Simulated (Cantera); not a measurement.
A closed system holds: 1 mol Si, 0.78 mol H2O, 8.6 mol H2, 1.3 mol N2O, held at 0.480 Torr.

Cantera equilibrium calculation (NASA polynomials, part measured and part estimated; ideal gas, pure solids and liquids). Candidate condensed phases: H2O, Si, SiO2, Si2N2O, Si3N4; 35 gas species. The tables hold silica as quartz up to 1696 K and as liquid above; real silica turns to tridymite and cristobalite and melts near 1996 K. Equilibrium is a limit: real reactors are often held back by kinetics, nucleation or transport. All values below are at 1648 K.

Base state: H2 0.854, N2 0.121, H2O 0.0149, SiO 0.00747, H 0.00325 (mole fractions); condensed: SiO2(β-quartz).

Task: What changes in the equilibrium state with this change: pressure from 0.480 Torr to 100 Torr?

Result: 
```csv
species,before,after
H2,0.854,0.870
N2,0.121,0.122
H2O,0.0149,0.00756
SiO,0.00747,7.20e-5
H,0.00325,0.000228
"SiO2(β-quartz), mol",0.919,0.999
```
